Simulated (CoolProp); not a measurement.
Vapour-liquid equilibrium of ethane (1) + n-pentane (2) at 266.4 K; x and y are mole fractions of (1).

Model: multi-fluid Helmholtz-energy mixture model, Bücker 2006 and Thol 2019; pair parameters Kunz 2012, in CoolProp.

| x | bubble pressure (MPa) | y at the bubble point | dew pressure at overall composition x (MPa) | liquid density (mol/L) |
|---|---|---|---|---|
| 0.05 | 0.1098 | 0.839 | 0.01876 | 9.233 |
| 0.15 | 0.2958 | 0.942 | 0.02097 | 9.646 |
| 0.25 | 0.4832 | 0.966 | 0.02377 | 10.09 |
| 0.35 | 0.6707 | 0.976 | 0.02742 | 10.55 |
| 0.45 | 0.8582 | 0.983 | 0.03240 | 11.05 |
| 0.55 | 1.046 | 0.987 | 0.03957 | 11.58 |
| 0.65 | 1.237 | 0.990 | 0.05080 | 12.14 |
| 0.75 | 1.435 | 0.993 | 0.07094 | 12.71 |
| 0.85 | 1.645 | 0.995 | 0.1175 | 13.26 |
| 0.95 | 1.882 | 0.998 | 0.3401 | 13.71 |

No azeotrope shows between x = 0.05 and 0.95.

Pair parameters are fitted to limited data, so mixtures are less certain than the pure fluids.
